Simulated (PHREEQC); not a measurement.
# Silver or lead bath: speciation

Solution (76 °C and 500 atm): 0.0049 mol/kgw Pb(NO3)2 and 4.3e-05 mol/kgw KBr. Closed to the air; pH follows from the charge balance.

Model: ion-association model, phreeqc.dat, run in PHREEQC.

Each row changes one thing in this solution. No solid was allowed to form.

| case | pH | ionic strength (mol/kgw) | Br- (mol/kgw) |
|---|---|---|---|
| as made | 5.09 | 0.0137 | 3.10e-5 |
| Pb(NO3)2 left out | 6.24 | 4.36e-5 | 4.30e-5 |
| Pb(NO3)2 from 0.0049 to 0.00441 mol/kgw | 5.11 | 0.0124 | 3.16e-5 |
| Pb(NO3)2 replaced by KNO3 at the same molality | 6.24 | 0.00494 | 4.30e-5 |
| KBr from 4.3e-05 to 4.73e-05 mol/kgw | 5.09 | 0.0137 | (withheld) |
| temperature from 76 to 35 °C | (withheld) | 0.0137 | 3.46e-5 |
| temperature from 76 to 90 °C | 5.09 | 0.0138 | 2.98e-5 |
| Pb(NO3)2 from 0.0049 to 0.00245 mol/kgw | (withheld) | (withheld) | 3.49e-5 |
| KBr from 4.3e-05 to 4.3e-06 mol/kgw | 5.09 | 0.0137 | 3.09e-6 |

Complete the blanks.


- KBr from 4.3e-05 to 4.73e-05 mol/kgw, Br- (mol/kgw): 3.41e-5
- temperature from 76 to 35 °C, pH: 5.08
- Pb(NO3)2 from 0.0049 to 0.00245 mol/kgw, pH: 5.22
- Pb(NO3)2 from 0.0049 to 0.00245 mol/kgw, ionic strength (mol/kgw): 0.00707

Under pressure, the constants of complexes without a molar volume in the database are unreliable. Away from 25 °C the constants follow the database's enthalpies or fits; those with neither stay at their 25 °C values.
